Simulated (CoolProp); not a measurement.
The fluid at 493.98 K and 1.04 MPa flows at 2.2 m/s in a round tube of 25 mm bore and 1.5 µm roughness, fully developed (64/Re and Nu = 3.66 if laminar; Colebrook and Gnielinski if turbulent). The same conditions are run with several fluids, on thermodynamics alone (safety and materials aside).

Values from CoolProp's reference Helmholtz-energy equation of state of each fluid (sulfur hexafluoride: Guder 2009; oxygen: Schmidt 1985; methanol: de Reuck 1993; CF4 (R14): Platzer 1990). The equations of Platzer and Polt are older, rougher fits.

| fluid | Reynolds number | Darcy friction factor | pressure drop (Pa/m) | heat-transfer coefficient (W/(m² K)) | mass flow (kg/h) |
|---|---|---|---|---|---|
| sulfur hexafluoride | (withheld) | (withheld) | (withheld) | 192 | 146 |
| oxygen | (withheld) | 0.0281 | 22.0 | 66.4 | 31.4 |
| methanol | 29400 | 0.0238 | 19.6 | (withheld) | (withheld) |
| CF4 (R14) | 46900 | 0.0214 | (withheld) | 132 | (withheld) |

### Question
Fill in the missing entries.

### Answer

- sulfur hexafluoride, Reynolds number: 86700
- sulfur hexafluoride, Darcy friction factor: 0.0188
- sulfur hexafluoride, pressure drop (Pa/m): 68.6
- oxygen, Reynolds number: 14600
- methanol, heat-transfer coefficient (W/(m² K)): 123
- methanol, mass flow (kg/h): 33.2
- CF4 (R14), pressure drop (Pa/m): 46.1
- CF4 (R14), mass flow (kg/h): 86.6

Above 300 K oxygen's equation is extrapolated.

Transport values come from each fluid's own correlations; those of CF4 (R14) are estimates that may be off by 10 % or more.
